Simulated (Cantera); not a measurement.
Feed: 1 mol MgO, 0.17 mol H2S, 15 mol N2, equilibrated at 13.3 mbar.

Equilibrium computed with Cantera from the NASA thermochemical tables; the gas is ideal and each condensed phase is pure. Candidate condensed phases: H2O, H2SO4, Mg, MgO, Mg(OH)2, MgS, MgSO4, S; 43 gas species. Rates play no part. All values below are at 1623 K.

Base state: N2 0.983, H2 0.0107, S2 0.00533, SH 0.000192, H2S 0.000189, Mg 0.000127, H2O 0.000120, S 9.63e-5 (mole fractions); condensed: MgO(s).

Problem. What changes in the equilibrium state with this change: MgO replaced by Fe2O3?

Solution. 
```tsv
species	before	after
N2	0.983	0.978
SO2	3.97e-7	0.0110
H2O	0.000120	0.0109
H2	0.0107	0.000171
Mg	0.000127	0
S2	0.00533	3.97e-9
H2S	0.000189	2.61e-9
O2	<1e-9	2.28e-5
MgO(s), mol	0.998	0
FeO(s), mol	0	0.524
Fe3O4(s), mol	0	0.492
```
Mutual solubility and eutectic melting of coexisting phases are not modelled. The tables' stoichiometric FeO is somewhat more stable than real wüstite, so its field is too wide. FeO: taken at fixed stoichiometry. Further candidate phases: Fe, FeO, Fe(OH)2, Fe(OH)3, FeS, FeSO4, FeS2, Fe2O3, Fe2(SO4)3, Fe3O4.
